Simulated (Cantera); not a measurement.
# Ammonia decomposition in nitride growth gas

An isothermal, constant-pressure homogeneous reactor starts with 35.7 % NH3, 64.3 % N2, at 2225 K and 0.900 bar.

Cantera simulation using the gas-phase N/H chemistry of the illustrative SiF4/NH3 mechanism in the Surface Chemkin manual (1991); the numbers are that mechanism's predictions, not measurements. Walls and surfaces, which speed up NH3 decomposition in real reactors, are not modelled.

```
t (s)       x NH3     x NH2     x NH   x N2      x H2      x N
--------  -------  --------  -------  -----  --------  -------
7.00e-6     0.357  0.000423  1.19e-6  0.643  0.000214  2.92e-9
3.38e-5     0.355   0.00172  1.58e-5  0.642   0.00139  7.86e-8
0.000163    0.344   0.00226  3.11e-5  0.641    0.0127  5.52e-7
0.000788    0.298   0.00172  4.07e-5  0.636    0.0643  2.11e-6
0.00381     0.157  0.000984  3.99e-5  0.621     0.220  3.80e-6
0.0184     0.0119  0.000163  1.69e-5  0.606     0.380  4.08e-6
0.0888    6.07e-5   2.07e-6  5.49e-7  0.604     0.392  3.35e-7
0.429     8.57e-6   2.93e-7  7.77e-8  0.604     0.392  4.75e-8
2.07      2.71e-6   9.26e-8  2.45e-8  0.604     0.392  1.50e-8
10.0      2.47e-6   8.43e-8  2.23e-8  0.604     0.392  1.37e-8
```
x: mole fraction; the columns are a selection and need not sum to one.

Equilibrium at this temperature and pressure: NH3 2.47e-6, NH2 8.43e-8, NH 2.23e-8, N2 0.604, H2 0.392, N 1.37e-8 (gas phase only).
